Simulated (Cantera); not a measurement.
Standard-state values (1 bar) from the NASA 1993 polynomials, evaluated with Cantera. Values are per mole of reaction as written; species without (g) are pure solids or liquids, kept so even where they would boil at 1 bar.

3 H₂(g) + N₂(g) ⇌ 2 NH₃(g)

```
T (K)  ΔH° (kJ)  ΔS° (J/K)  ΔG° (kJ)  log10 K
-----  --------  ---------  --------  -------
300           …          …         …        …
623      -103.5     -225.4      36.9    -3.09
773      -106.9     -230.2      71.1    -4.80
923           …          …         …        …
1073     -111.0     -234.8     141.0    -6.86
1223     -112.0     -235.7     176.3    -7.53
1373     -112.6     -236.2     211.7    -8.05
1523     -112.8     -236.3     247.1    -8.48
1673     -112.6     -236.2     282.6    -8.82
```

Problem. Some entries are withheld; supply them.

Solution. 
- 300, ΔH° (kJ): -92.0
- 300, ΔS° (J/K): -198.4
- 300, ΔG° (kJ): -32.4
- 300, log10 K: 5.65
- 923, ΔH° (kJ): -109.3
- 923, ΔS° (J/K): -233.2
- 923, ΔG° (kJ): 105.9
- 923, log10 K: -5.99
